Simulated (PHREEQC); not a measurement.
Make-up at 25 °C: 0.0027 mol/kgw Pb(NO3)2 and 0.0064 mol/kgw HNO3. Closed to the air; pH follows from the charge balance.

The numbers come from PHREEQC with the ion-association model, phreeqc.dat.

### Question
The ionic strength comes out as 0.0140 mol/kgw. What activity coefficients do Pb+2, H+, PbNO3+, NO3- get?

### Answer
Pb+2 0.62, H+ 0.90, PbNO3+ 0.89, NO3- 0.88.

No solid was allowed to form.
